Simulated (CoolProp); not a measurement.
Vapour-liquid equilibrium of carbon dioxide (1) + C2F6 (R116) (2) at -31.45 °C; x and y are mole fractions of (1).

Computed with CoolProp (multi-fluid Helmholtz-energy mixture model, Span 1996 and Lemmon 2006; pair parameters Bell 2016).

Question: Give the bubble pressure and the first vapour's composition at x = 0.05, 0.55, 0.65. Is there an azeotrope?

Answer: x = 0.05: 819.3 kPa, y = 0.135; x = 0.55: 1457 kPa, y = 0.676; x = 0.65: 1494 kPa, y = 0.718. y crosses x between x = 0.75 and 0.85: the model has an azeotrope there.

The pair parameters rest on a limited set of measurements; away from them the model extrapolates.
